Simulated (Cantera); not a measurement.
A freely propagating, adiabatic, planar premixed flame of 5.55 % C3H8, 19.8 % O2, 74.3 % N2, 0.294 % CO2, equivalence ratio 1.4, unburnt at 525 K and 1.30 bar; mixture-averaged transport, grid criteria slope 0.08 and curve 0.16, no radiation.

Computed with Cantera and GRI-Mech 3.0 (53 species, 325 reactions). GRI-Mech 3.0 was tuned for natural gas; its chemistry of propane as a main component is partial and can be far from experiment. Burning velocities carry a grid error of a few per cent, more on coarse grids.

Predict: laminar burning velocity; thermal thickness; peak x(CH4); peak x(C2H2); peak x(HO2); peak x(CH3).


```
Quantity                      Value
------------------------  ---------
laminar burning velocity  82.7 cm/s
thermal thickness          0.264 mm
peak x(CH4)                 0.00528
peak x(C2H2)                0.00492
peak x(HO2)                0.000220
peak x(CH3)                 0.00345
```
